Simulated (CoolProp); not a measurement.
A Linde-Hampson liquefier for methane: isothermal reversible compression at 280 K from 1 atm to 20 MPa, throttling to 1 atm, return gas leaving the recuperator 0 K below the feed. Each further row changes one setting.

Values from CoolProp's reference Helmholtz-energy equation of state, Setzmann 1991.

| case | liquid yield per pass | compression work (kJ/kg of gas) |
|---|---|---|
| as stated | … | 714 |
| high pressure 40 MPa | … | … |
| warm-end temperature 310 K | 0.177 | 811 |
| warm-end gap 5 K | 0.229 | 714 |

Q: What belongs in the gaps?

A: 
- as stated, liquid yield per pass: 0.239
- high pressure 40 MPa, liquid yield per pass: 0.287
- high pressure 40 MPa, compression work (kJ/kg of gas): 803
